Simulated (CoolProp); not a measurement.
o-xylene at 443.68 K and 0.116 MPa flows at 0.14 m/s in a round tube of 1 mm bore and 15 µm roughness, fully developed (64/Re and Nu = 3.66 if laminar; Colebrook and Gnielinski if turbulent). Each further row changes one setting.

Model: reference Helmholtz-energy equation of state, Zhou 2012, in CoolProp.

| case | Reynolds number | Darcy friction factor | pressure drop (Pa/m) | heat-transfer coefficient (W/(m² K)) | mass flow (kg/h) |
|---|---|---|---|---|---|
| as stated | 50.9 | [?] | [?] | 97.1 | [?] |
| velocity 0.28 m/s | 102 | 0.629 | [?] | 97.1 | [?] |
| diameter 2 mm | 102 | 0.629 | [?] | [?] | [?] |

Some entries are withheld; supply them.


- as stated, Darcy friction factor: 1.26
- as stated, pressure drop (Pa/m): 43.0
- as stated, mass flow (kg/h): 0.00138
- velocity 0.28 m/s, pressure drop (Pa/m): 85.9
- velocity 0.28 m/s, mass flow (kg/h): 0.00276
- diameter 2 mm, pressure drop (Pa/m): 10.7
- diameter 2 mm, heat-transfer coefficient (W/(m² K)): 48.6
- diameter 2 mm, mass flow (kg/h): 0.00552

Viscosity comes from a separate model (Cao 2016). Thermal conductivity comes from a separate model (Mylona 2014).
